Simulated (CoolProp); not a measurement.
R227EA along the isobar 0.514 MPa: density (kg/m³) from the reference equation and from simpler models built on Tc = 101.8 °C, pc = 2.925 MPa, ω = 0.358; each cubic takes its own stable root.

Computed with CoolProp (reference Helmholtz-energy equation of state, Lemmon 2016).

```csv
T (°C),phase,reference
-66.85,liquid,1708
-36.95,liquid,1615
-7.15,liquid,1514
22.75,liquid,1398
52.55,gas,36.22
82.45,gas,32.02
112.25,gas,28.91
142.15,gas,26.44
171.95,gas,24.41
201.85,gas,22.70
```

**Question.** How far does each simpler model (van der Waals, Redlich-Kwong, Soave-Redlich-Kwong, Peng-Robinson) lie from the reference over these 10 states: mean and median of the absolute difference, and the worst?

**Answer.** 
- van der Waals: mean 28.1 %, median 2.4 %, worst -97.2 % at 22.75 °C and 0.514 MPa
- Redlich-Kwong: mean 13.8 %, median 1.0 %, worst -97.1 % at 22.75 °C and 0.514 MPa
- Soave-Redlich-Kwong: mean 3.6 %, median 0.3 %, worst -9.7 % at 22.75 °C and 0.514 MPa
- Peng-Robinson: mean 1.6 %, median 0.6 %, worst +3.7 % at -36.95 °C and 0.514 MPa

At some of these states van der Waals, Redlich-Kwong gives the other phase, because its saturation line lies elsewhere.
